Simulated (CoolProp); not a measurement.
Tetrahydrofuran at 293.15 K and 7.91 MPa is throttled through a valve to 2.77 MPa with no heat exchange. Each further row changes one setting.

Model: reference Helmholtz-energy equation of state, Fiedler 2023, in CoolProp.

```json
[
 {"case": "as stated", "temperature change (K)": "+2.2", "final density (kg/m³)": "887"},
 {"case": "outlet pressure 0.831 MPa", "temperature change (K)": "+3.0", "final density (kg/m³)": "885"},
 {"case": "outlet pressure 3.6 MPa", "temperature change (K)": "+1.8", "final density (kg/m³)": "888"}
]
```
